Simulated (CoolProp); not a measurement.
Vapour-liquid equilibrium of cyclohexane (1) + o-xylene (2) at 0.0218 MPa; x and y are mole fractions of (1).

Computed with CoolProp (multi-fluid Helmholtz-energy mixture model, Zhou 2014 and Zhou 2012; pair parameters Bell 2016).

| x | bubble temperature (K) | y at the bubble point | dew temperature at overall composition x (K) | liquid density (mol/L) |
|---|---|---|---|---|
| 0.05 | 356.9 | [?] | 366.3 | 7.807 |
| 0.15 | 342.6 | 0.672 | 363.5 | 7.997 |
| 0.25 | 333.8 | 0.800 | 360.5 | 8.147 |
| 0.35 | [?] | 0.864 | 357.1 | 8.277 |
| 0.45 | 323.6 | 0.902 | 353.4 | 8.398 |
| 0.55 | 320.3 | [?] | 349.0 | 8.513 |
| 0.65 | 317.7 | 0.947 | 343.9 | 8.628 |
| 0.75 | 315.4 | 0.963 | [?] | 8.745 |
| 0.85 | 313.2 | 0.978 | 329.2 | 8.866 |
| 0.95 | 311.2 | 0.992 | 317.2 | [?] |

Q: What belongs in the gaps?

A: 
- 0.05, y at the bubble point: 0.356
- 0.35, bubble temperature (K): 327.9
- 0.55, y at the bubble point: 0.928
- 0.75, dew temperature at overall composition x (K): 337.6
- 0.95, liquid density (mol/L): 8.994

No azeotrope shows between x = 0.05 and 0.95.

The pair parameters rest on a limited set of measurements; away from them the model extrapolates.
